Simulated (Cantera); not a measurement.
**Thermodynamics of tantalum, niobium, vanadium and zirconium in process gases, feed V + N₂O**

A closed system holds: 1 mol V, a varied amount of N₂O, at 0.100 bar.

These are equilibrium values from Cantera (NASA tables, ideal gas, pure condensed phases), not measurements of a reactor. Candidate condensed phases: V, VN, VO, V₂O₃, V₂O₄, V₂O₅; 13 gas species. Mutual solubility and eutectic melting of coexisting phases are not modelled. Condensed phases not in the tables: the oxides between V₂O₃ and V₂O₅ other than VO₂. Gases not in the tables: V₄O₁₀. The numbers say what is thermodynamically allowed, not how fast it happens.

Stable condensed phases:

```
T in K \ n(N₂O) in mol
         2.3 2.8 3.4 4.2 5.1 6.3 7.7 9.4  11
   2000    A   A   A   A   A   A   A   A   A
   1950    A   A   A   A   A   A   A   A   A
   1900    A   A   A   A   A   A   A   A   A
   1850    A   A   A   A   A   A   A   A   A
   1800    A   A   A   A   A   A   A   A   A
   1750    A   A   A   A   A   A   A   A   A
   1700    A   A   A   A   A   A   A   A   A
   1650    A   A   A   A   A   A   A   A   A
   1600    A   A   A   A   A   A   A   A   A
   1550    A   A   A   A   A   A   A   A   A
   1500    A   A   A   A   A   A   A   A   A
   1450    A   A   A   A   B   C   C   C   C
   1400    A   A   B   C   C   C   C   C   C
   1350    A   B   C   C   C   C   C   C   C
```

A: V₂O₄; B: V₂O₄ + V₂O₅; C: V₂O₅.
